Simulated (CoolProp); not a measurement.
Vapour-liquid equilibrium of R113 (1) + benzene (2) at 0.173 MPa; x and y are mole fractions of (1).

Computed with CoolProp (multi-fluid Helmholtz-energy mixture model, Marx 1992 and Thol 2012; pair parameters Bell 2016).

| x | bubble temperature (K) | y at the bubble point | dew temperature at overall composition x (K) | liquid density (mol/L) |
|---|---|---|---|---|
| 0.05 | 366.7 | 0.166 | ? | 10.04 |
| 0.15 | 359.4 | 0.379 | 367.2 | 9.791 |
| 0.25 | ? | ? | 363.9 | 9.533 |
| 0.35 | 350.9 | 0.605 | 360.5 | 9.274 |
| 0.45 | 348.1 | 0.679 | 356.9 | 9.020 |
| 0.55 | 345.8 | 0.742 | 353.1 | 8.777 |
| 0.65 | 343.7 | 0.800 | 349.2 | 8.544 |
| 0.75 | 341.9 | 0.856 | 345.5 | 8.323 |
| 0.85 | 340.2 | 0.912 | 342.1 | 8.113 |
| 0.95 | 338.6 | 0.970 | 339.2 | 7.914 |

Some entries are withheld; supply them.


- 0.05, dew temperature at overall composition x (K): 370.2
- 0.25, bubble temperature (K): 354.5
- 0.25, y at the bubble point: 0.512

No azeotrope shows between x = 0.05 and 0.95.

The pair parameters rest on a limited set of measurements; away from them the model extrapolates.
